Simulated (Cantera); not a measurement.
Ignition delay

Mixture: CH₄ : H₂ : O₂ : N₂ = 1 : 0.03 : 1.44 : 12 (molar parts), at 100000 Pa, adiabatic and at constant pressure. Ignition delay is the time to a rise of 400 K.

Cantera simulation using GRI-Mech 3.0 (53 species, 325 reactions); the numbers are that mechanism's predictions, not measurements.

```tsv
T0 (K)	delay (ms)
1300	24.4
1375	9.74
1450	4.08
1525	1.82
1600	0.883
1675	0.466
1750	0.266
```

| Item | Value |
|---|---|
| apparent activation energy between 1600 and 1750 K | 190 kJ/mol |
